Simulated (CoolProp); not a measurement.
Vapour-liquid equilibrium of carbon dioxide (1) + ethane (2) at 256.8 K; x and y are mole fractions of (1).

The numbers come from the multi-fluid Helmholtz-energy mixture model, Span 1996 and Bücker 2006; pair parameters Kunz 2012 in CoolProp.

| x | bubble pressure (kPa) | y at the bubble point | dew pressure at overall composition x (kPa) | liquid density (mol/L) |
|---|---|---|---|---|
| 0.05 | 1724 | 0.110 | 1638 | 14.60 |
| 0.2 | 2098 | 0.333 | 1866 | 15.04 |
| 0.35 | 2352 | 0.472 | 2130 | 15.64 |
| 0.5 | 2501 | 0.574 | 2398 | 16.52 |
| 0.65 | 2562 | 0.662 | 2559 | 17.80 |
| 0.8 | 2531 | 0.759 | 2490 | 19.62 |
| 0.95 | 2337 | 0.912 | 2279 | 22.08 |

y crosses x between x = 0.65 and 0.8: the model has an azeotrope there.

The pair parameters rest on a limited set of measurements; away from them the model extrapolates.
